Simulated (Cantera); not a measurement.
**CH3Cl + H2 + Cl2 (fluorocarbon and chlorocarbon gases)**

Feed: 1 mol CH3Cl, 0.066 mol H2, 0.0016 mol Cl2, held at 0.0225 Torr.

Equilibrium computed with Cantera from the NASA thermochemical tables; the gas is ideal and each condensed phase is pure. Candidate condensed phases: C, C6H6, C7H8, C8H18; 91 gas species. Equilibrium is a limit: real reactors are often held back by kinetics, nucleation or transport.

```json
[
 {"T (K)": "2498", "x H": "0.706", "x Cl": "0.234", "x C": "0.00540", "x C3": "0.0161", "x H2": "0.0241", "x C2": "0.00148", "x HCl": "0.0113", "n C(graphite)": "0.761"},
 {"T (K)": "2598", "x H": "0.676", "x Cl": "0.220", "x C": "0.0194", "x C3": "0.0628", "x H2": "0.00947", "x C2": "0.00616", "x HCl": "0.00440", "n C(graphite)": "0"},
 {"T (K)": "2698", "x H": "0.674", "x Cl": "0.217", "x C": "0.0394", "x C3": "0.0532", "x H2": "0.00429", "x C2": "0.00892", "x HCl": "0.00199", "n C(graphite)": "0"},
 {"T (K)": "2798", "x H": "0.661", "x Cl": "0.213", "x C": "0.0722", "x C3": "0.0390", "x H2": "0.00199", "x C2": "0.0113", "x HCl": "0.000926", "n C(graphite)": "0"},
 {"T (K)": "2898", "x H": "0.643", "x Cl": "0.206", "x C": "0.116", "x C3": "0.0221", "x H2": "0.000950", "x C2": "0.0118", "x HCl": "0.000445", "n C(graphite)": "0"},
 {"T (K)": "2998", "x H": "0.625", "x Cl": "0.200", "x C": "0.156", "x C3": "0.00849", "x H2": "0.000476", "x C2": "0.00916", "x HCl": "0.000224", "n C(graphite)": "0"},
 {"T (K)": "3098", "x H": "0.616", "x Cl": "0.197", "x C": "0.179", "x C3": "0.00227", "x H2": "0.000255", "x C2": "0.00546", "x HCl": "0.000120", "n C(graphite)": "0"},
 {"T (K)": "3198", "x H": "0.612", "x Cl": "0.196", "x C": "0.188", "x C3": "0.000518", "x H2": "0.000144", "x C2": "0.00287", "x HCl": "6.85e-5", "n C(graphite)": "0"},
 {"T (K)": "3298", "x H": "0.611", "x Cl": "0.196", "x C": "0.192", "x C3": "0.000119", "x H2": "8.47e-5", "x C2": "0.00148", "x HCl": "4.05e-5", "n C(graphite)": "0"},
 {"T (K)": "3398", "x H": "0.610", "x Cl": "0.196", "x C": "0.193", "x C3": "2.89e-5", "x H2": "5.16e-5", "x C2": "0.000782", "x HCl": "2.48e-5", "n C(graphite)": "0"},
 {"T (K)": "3498", "x H": "0.610", "x Cl": "0.195", "x C": "0.194", "x C3": "7.52e-6", "x H2": "3.23e-5", "x C2": "0.000424", "x HCl": "1.56e-5", "n C(graphite)": "0"}
]
```
x: gas mole fraction; n: condensed amount in mol.

At 2498 K the condensed part is C(graphite). From 2598 K to 3498 K nothing is condensed. The main C-bearing gas is C3 at 2498 K and C at 3498 K.
